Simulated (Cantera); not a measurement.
What does this Cantera script print?

```python
import numpy as np
import cantera as ct

gas_names = """
    C CN CO CO2 C2 CCN CNC C2N2 C2O C3 C3O2 C4 C4N2 C5 Fe FeC5O5 FeO N NCO NO NO2 NO3 N2 N2O O O2 O3
""".split()
cond_names = """
    C(gr) Fe(a) Fe(c) Fe(d) Fe(L) FeC5O5(L) FeO(s) FeO(L) Fe2O3(s) Fe3O4(s)
""".split()


# ... load() reads the species with a 1 bar reference pressure and builds the phases ...
atoms = {
    'Fe3O4': {'Fe': 3, 'O': 4},
    'C': {'C': 1},
    'N2': {'N': 2},
}
top_T = {'C(gr)': 4500, 'Fe2O3(s)': 1830, 'Fe3O4(s)': 1870}  # K; cautious upper limits of use, not melting points


# ... equilibrate(T, P, feed) seeds the gas with the atoms and calls Mixture.equilibrate('TP', solver="vcs", rtol=1e-11, max_steps=5000) ...
results = []
feed = {'Fe3O4': 1, 'C': 2.1, 'N2': 0.54}  # mol
T = 2125  # K
for P in [10, 100, 1000, 10000, 100000, 1000000]:
    mix = equilibrate(T, P, feed)
    results.append((T, P, feed, dict(zip(mix.species_names, mix.species_moles))))
    x = sorted(zip(gas.X, gas.species_names), reverse=True)
    print(f"T = {T:g} K  P = {P:g} Pa  gas = {mix.phase_moles(0):.4g} mol")
    print("   x: " + "  ".join(f"{s} {v:.3e}" for v, s in x if v > 0.001))
    print("   condensed (mol): " + ("  ".join(f"{mix.phase(i).name} {mix.phase_moles(i):.4g}"
          for i in range(1, mix.n_phases) if mix.phase_moles(i) > 1e-12) or "none"))
```

Result:

```
T = 2125 K  P = 10 Pa  gas = 6.181 mol
   x: Fe 4.477e-01  CO 2.082e-01  CO2 1.316e-01  N2 8.651e-02  O2 4.981e-02  FeO 3.763e-02  O 3.686e-02  NO 1.708e-03
   condensed (mol): none
T = 2125 K  P = 100 Pa  gas = 4.389 mol
   x: Fe 3.777e-01  CO 3.567e-01  N2 1.229e-01  CO2 1.218e-01  FeO 1.714e-02  O 1.991e-03  O2 1.453e-03
   condensed (mol): FeO(L) 1.267
T = 2125 K  P = 1000 Pa  gas = 3.062 mol
   x: CO 6.264e-01  N2 1.763e-01  Fe 1.360e-01  CO2 5.942e-02  FeO 1.714e-03
   condensed (mol): Fe(L) 0.866  FeO(L) 1.712
T = 2125 K  P = 10000 Pa  gas = 2.677 mol
   x: CO 7.165e-01  N2 2.017e-01  CO2 6.796e-02  Fe 1.360e-02
   condensed (mol): Fe(L) 1.246  FeO(L) 1.718
T = 2125 K  P = 100000 Pa  gas = 2.644 mol
   x: CO 7.255e-01  N2 2.043e-01  CO2 6.882e-02  Fe 1.360e-03
   condensed (mol): Fe(L) 1.278  FeO(L) 1.718
T = 2125 K  P = 1e+06 Pa  gas = 2.64 mol
   x: CO 7.264e-01  N2 2.045e-01  CO2 6.890e-02
   condensed (mol): Fe(L) 1.282  FeO(L) 1.718
```

Cantera equilibrium calculation (NASA polynomials, part measured and part estimated; ideal gas, pure solids and liquids). Each liquid is taken as pure. Mutual solubility and eutectic melting of coexisting phases are not modelled. The tables' stoichiometric FeO is somewhat more stable than real wüstite, so its field is too wide. FeO: taken at fixed stoichiometry.
